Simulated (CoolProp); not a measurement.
R245ca at 293.15 K and 0.0492 MPa is compressed adiabatically to 0.0935 MPa with isentropic efficiency 0.9. Each further row changes one setting.

Model: reference Helmholtz-energy equation of state, Zhou 2016, in CoolProp.

```tsv
case	work (kJ/kg)	final temperature (K)	final density (kg/m³)
as stated	12.9	308.6	___
efficiency 1	11.6	___	5.07
efficiency 0.65	___	___	___
```

**Question.** Fill in the missing entries.

**Answer.** 
- as stated, final density (kg/m³): 5.04
- efficiency 1, final temperature (K): 307.2
- efficiency 0.65, work (kJ/kg): 17.9
- efficiency 0.65, final temperature (K): 313.9
- efficiency 0.65, final density (kg/m³): 4.95
